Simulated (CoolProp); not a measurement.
Vapour pressure (MPa) of 1,2-dichloroethane: the reference equation beside estimates from Tc = 288.4 °C, pc = 5.226 MPa, ω = 0.269.

Model: reference Helmholtz-energy equation of state, Thol 2015, in CoolProp.

| T (°C) | reference | Lee-Kesler | van der Waals | Peng-Robinson |
|---|---|---|---|---|
| 92.15 | 0.1319 | 0.1300 | 0.7128 | 0.1312 |
| 95.85 | 0.1470 | 0.1452 | 0.7525 | 0.1462 |
| 99.55 | 0.1635 | 0.1618 | 0.7937 | 0.1626 |
| 103.25 | 0.1813 | 0.1798 | 0.8363 | 0.1804 |
| 106.95 | 0.2007 | 0.1994 | 0.8804 | 0.1996 |
| 110.65 | 0.2215 | 0.2206 | 0.9261 | 0.2205 |
| 114.35 | 0.2441 | 0.2435 | 0.9732 | 0.2430 |
| 118.05 | 0.2684 | 0.2682 | 1.022 | 0.2673 |
| 121.75 | 0.2944 | 0.2947 | 1.072 | 0.2934 |
| 125.45 | 0.3224 | 0.3232 | 1.124 | 0.3214 |
| 129.15 | 0.3524 | 0.3538 | 1.178 | 0.3515 |
| 132.85 | 0.3845 | 0.3865 | 1.233 | 0.3837 |
| 136.55 | 0.4187 | 0.4214 | 1.289 | 0.4181 |
| 140.25 | 0.4553 | 0.4587 | 1.348 | 0.4549 |
| 143.95 | 0.4942 | 0.4984 | 1.408 | 0.4940 |

Absolute difference from the reference over all 15 rows, mean and median: Lee-Kesler 0.6 and 0.6 %, van der Waals 292.8 and 280.8 %, Peng-Robinson 0.4 and 0.4 %.
